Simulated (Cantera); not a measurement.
Cantera with NASA thermochemical tables; ideal gases at 1 bar, condensed phases pure. Values are per mole of reaction as written; species without (g) are pure solids or liquids, kept so even where they would boil at 1 bar. The tables' values for SiF2 are old estimates.

S + SiF4(g) ⇌ Si(g) + SF4(g)

| T (K) | ΔH° (kJ) | ΔS° (J/K) | ΔG° (kJ) | log10 K | condensed phases |
|---|---|---|---|---|---|
| 300 | 1301.8 | 152.8 | 1256.0 | -218.68 | S(s) |
| 623 | 1296.8 | 141.8 | 1208.5 | -101.32 | S(l) |
| 673 | … | … | … | … | S(l) |
| 723 | 1296.0 | 140.6 | 1194.4 | -86.29 | S(l) |
| 773 | 1295.7 | 140.2 | 1187.4 | -80.23 | S(l) |
| 823 | 1295.3 | 139.7 | 1180.4 | -74.91 | S(l) |
| 873 | 1294.8 | 139.1 | 1173.4 | -70.21 | S(l) |
| 923 | … | … | … | … | S(l) |
| 973 | 1293.7 | 137.9 | 1159.5 | -62.25 | S(l) |
| 1023 | 1293.2 | 137.4 | 1152.7 | -58.85 | S(l) |
| 1073 | 1292.8 | 137.0 | 1145.8 | -55.78 | S(l) |

Some entries are withheld; supply them.


- 673, ΔH° (kJ): 1296.4
- 673, ΔS° (J/K): 141.1
- 673, ΔG° (kJ): 1201.4
- 673, log10 K: -93.25
- 923, ΔH° (kJ): 1294.3
- 923, ΔS° (J/K): 138.5
- 923, ΔG° (kJ): 1166.5
- 923, log10 K: -66.01
